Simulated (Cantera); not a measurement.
Transport properties of process gases

Gas mixture: O2 : CO2 = 0.59 : 0.29 (molar parts), at 0.165 Torr, frozen composition.

Cantera's kinetic-theory transport with the Lennard-Jones parameters of GRI-Mech 3.0, ideal gas; thermal conductivity in the mixture-averaged form.

| T (K) | ρ (kg/m³) | cp (J/kg/K) | μ (µPa s) | λ (mW/m/K) | Pr | D (cm²/s) CH4 | D (cm²/s) H2O | D (cm²/s) OH |
|---|---|---|---|---|---|---|---|---|
| 400 | 0.000238 | 940.0 | 23.2 | 30.8 | 0.711 | 1590 | 1630 | 2250 |
| 550 | 0.000173 | 1011 | 29.7 | 42.1 | 0.713 | 2780 | 2990 | 3890 |
| 700 | 0.000136 | 1070 | 35.3 | 52.7 | 0.717 | 4210 | 4680 | 5850 |
| 850 | 0.000112 | 1114 | 40.5 | 62.7 | 0.719 | 5860 | 6650 | 8120 |
| 1000 | 9.51e-5 | 1148 | 45.3 | 72.1 | 0.721 | 7710 | 8890 | 10700 |
| 1150 | 8.27e-5 | 1173 | 49.7 | 81.0 | 0.720 | 9760 | 11400 | 13500 |
| 1300 | 7.32e-5 | 1194 | 54.0 | 89.4 | 0.721 | 12000 | 14100 | 16500 |
| 1450 | 6.56e-5 | 1212 | 58.0 | 97.5 | 0.721 | 14400 | 17000 | 19800 |
| 1600 | 5.95e-5 | 1227 | 61.9 | 105 | 0.721 | 16900 | 20100 | 23300 |
D: mixture-averaged diffusion coefficient of that species in the mixture.
